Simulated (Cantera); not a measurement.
Charge: 1 mol Si, 0.87 mol F2, 5.8 mol N2.

Method: chemical equilibrium by Gibbs-energy minimisation in Cantera with the NASA 1993 tables (ideal gas, pure condensed phases). Candidate condensed phases: Si, Si3N4; 16 gas species. N2 is the only nitrogen source here; it is nearly inert below about 1500 K, so the nitride shown seldom forms there in practice. The tables' values for SiF2, SiF3 are old estimates. Rates play no part.

Stable condensed phases, one row left out:

```
T in K \ P in Pa
              1    4.2     18     75    320   1300   5600  24000 100000
   1623       A      A      A      B      B      B      B      B      B
   1423       A      B      B      B      B      B      B      B      B
   1323       B      B      B      B      B      B      B      B      B
   1223       B      B      B      B      B      B      B      B      B
   1123       B      B      B      B      B      B      B      B      B
   1023       B      B      B      B      B      B      B      B      B
    923       B      B      B      B      B      B      B      B      B
    823       B      B      B      B      B      B      B      B      B
    723       B      B      B      B      B      B      B      B      B
```

A: Si; B: Si3N4.

Give the row for 1523 K.

1: Si; 4.2: Si; 18: Si3N4; 75: Si3N4; 320: Si3N4; 1300: Si3N4; 5600: Si3N4; 24000: Si3N4; 100000: Si3N4.
